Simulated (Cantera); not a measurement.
What does this Cantera script print?

```python
import numpy as np
import cantera as ct

gas_names = """
    AL ALCL ALCL2 ALCL3 ALH ALN AL2 AL2CL6 CL CL2 H HCL H2 N NH NH2 NH3 N2 N2H2 N2H4
""".split()
cond_names = """
    AL(cr) AL(L) ALCL3(s) ALCL3(L) ALN(s) NH4CL(a) NH4CL(b)
""".split()


# ... load() reads the species with a 1 bar reference pressure and builds the phases ...
atoms = {
    'AlN': {'AL': 1, 'N': 1},
    'HCl': {'H': 1, 'CL': 1},
    'N2': {'N': 2},
}
top_T = {'ALN(s)': 2750}  # K; cautious upper limits of use, not melting points


# ... equilibrate(T, P, feed) seeds the gas with the atoms and calls Mixture.equilibrate('TP', solver="vcs", rtol=1e-11, max_steps=5000) ...
results = []
feed = {'AlN': 1, 'HCl': 2, 'N2': 22}  # mol
T = 1823  # K
P = 640  # Pa
mix = equilibrate(T, P, feed)
results.append((T, P, feed, dict(zip(mix.species_names, mix.species_moles))))
print(gas.report(threshold=1e-05))
for i in range(1, mix.n_phases):
    print(f"{mix.phase(i).name:16s} {mix.phase_moles(i):12.5e} mol")
```

It prints:

```
       temperature   1823 K
          pressure   640 Pa
           density   0.0012377 kg/m^3
  mean mol. weight   29.312 kg/kmol
   phase of matter   gas

                          1 kg             1 kmol
                     ---------------   ---------------
          enthalpy        1.4817e+06        4.3432e+07  J
   internal energy        9.6461e+05        2.8274e+07  J
           entropy             10074        2.9528e+05  J/K
    Gibbs function       -1.6883e+07       -4.9486e+08  J
 heat capacity c_p            1222.7             35840  J/K
 heat capacity c_v            939.05             27525  J/K

                      mass frac. Y      mole frac. X     chem. pot. / RT
                     ---------------   ---------------   ---------------
                AL        1.0987e-05        1.1936e-05           -16.887
              ALCL          0.071089          0.033376           -43.548
             ALCL2          0.015944         0.0047746           -70.208
             ALCL3         0.0089996         0.0019785           -96.869
                CL        0.00097897        0.00080946           -26.661
                 H        2.9099e-05        0.00084617           -13.977
               HCL          0.038076          0.030612           -40.638
                H2          0.001679          0.024412           -27.953
                N2           0.86319           0.90318           -31.786
     [  +11 minor]        1.4388e-07        9.9266e-08

AL(L)             0.00000e+00 mol
ALCL3(L)          0.00000e+00 mol
ALN(s)            0.00000e+00 mol
```

Cantera equilibrium calculation (NASA polynomials, part measured and part estimated; ideal gas, pure solids and liquids). The tables' values for AlCl2 are old estimates; treat these amounts as uncertain.
